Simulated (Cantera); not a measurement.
What does this Cantera script print?

```python
import numpy as np
import cantera as ct

gas = ct.Solution("SiF4_NH3_mec.yaml", "gas")
gas.TPX = 1773, 21000, {'NH3': 1, 'H2': 0.75}
reactor = ct.IdealGasConstPressureReactor(gas, energy="off", clone=False)
net = ct.ReactorNet([reactor])
net.rtol, net.atol = 1e-08, 1e-18
show = ['NH3', 'H2', 'N2H2', 'N2', 'N2H4', 'N']
times = np.geomspace(0.0003, 200, 9)

steps = ct.SolutionArray(gas, extra=["t"])
rows = []
print(f"{'t/s':>10s}{'T/K':>9s}{'P/Pa':>11s}" + "".join(f"{s:>11s}" for s in show))
for t in times:
    while net.time < t:
        t_next = net.step()
        steps.append(gas.state, t=t_next)
    rows.append([np.interp(t, steps.t, y) for y in (steps.T, steps.P, *steps(*show).X.T)])
    print(f"{t:10.3e}{rows[-1][0]:9.1f}{rows[-1][1]:11.4g}" + "".join(f"{x:11.3e}" for x in rows[-1][2:]))
rate = np.gradient(steps.T, steps.t)
print("integrator steps:", len(steps.t))
if steps.T.max() > steps.T[0] + 200:
    print(f"time of steepest temperature rise: {steps.t[rate.argmax()]:.4e} s")
gas.TPX = 1773, 21000, {'NH3': 1, 'H2': 0.75}
gas.equilibrate("TP")
print(f"equilibrium (TP): T = {gas.T:.1f} K  " + "  ".join(f"{s} {gas[s].X[0]:.3e}" for s in show))
```

It prints:

```
       t/s      T/K       P/Pa        NH3         H2       N2H2         N2       N2H4          N
 3.000e-04   1773.0    2.1e+04  5.714e-01  4.286e-01  1.395e-08  4.804e-08  1.015e-09  2.270e-10
 1.604e-03   1773.0    2.1e+04  5.711e-01  4.286e-01  4.558e-07  1.734e-05  2.359e-08  2.413e-08
 8.572e-03   1773.0    2.1e+04  5.692e-01  4.299e-01  1.178e-06  6.002e-04  5.328e-08  7.881e-08
 4.582e-02   1773.0    2.1e+04  5.585e-01  4.372e-01  1.145e-06  4.003e-03  5.201e-08  7.926e-08
 2.449e-01   1773.0    2.1e+04  5.060e-01  4.730e-01  9.898e-07  2.072e-02  4.578e-08  8.131e-08
 1.309e+00   1773.0    2.1e+04  3.164e-01  6.022e-01  5.135e-07  8.106e-02  2.476e-08  8.735e-08
 6.999e+00   1773.0    2.1e+04  5.617e-02  7.796e-01  5.318e-08  1.639e-01  2.278e-09  8.233e-08
 3.741e+01   1773.0    2.1e+04  1.926e-03  8.164e-01  2.868e-10  1.812e-01  9.116e-12  1.819e-08
 2.000e+02   1773.0    2.1e+04  2.176e-04  8.175e-01  3.933e-12  1.817e-01  1.227e-13  2.230e-09
integrator steps: 1237
equilibrium (TP): T = 1773.0 K  NH3 2.028e-06  H2 8.177e-01  N2H2 1.863e-14  N2 1.818e-01  N2H4 1.079e-17  N 2.081e-11
```

Detailed kinetics in Cantera: the gas-phase N/H chemistry of the illustrative SiF4/NH3 mechanism in the Surface Chemkin manual (1991). Walls and surfaces, which speed up NH3 decomposition in real reactors, are not modelled.
